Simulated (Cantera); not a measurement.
Charge: 1 mol AlCl3, 11 mol N2, equilibrated at 825 K and 34.0 Pa.

Cantera equilibrium calculation (NASA polynomials, part measured and part estimated; ideal gas, pure solids and liquids). Candidate condensed phases: Al, AlCl3, AlN; 11 gas species. The numbers say what is thermodynamically allowed, not how fast it happens.

Base state: N2 0.917, AlCl3 0.0833 (mole fractions); condensed: gas only.

What changes in the equilibrium state with this change: temperature from 825 K to 1850 K?


| species | before | after |
|---|---|---|
| N2 | 0.917 | 0.841 |
| Cl | 2.42e-9 | 0.0823 |
| AlCl | <1e-9 | 0.0323 |
| AlCl3 | 0.0833 | 0.0264 |
| AlCl2 | 2.44e-9 | 0.0177 |
| Cl2 | <1e-9 | 1.46e-5 |
The tables' values for AlCl2 are old estimates; treat these amounts as uncertain.
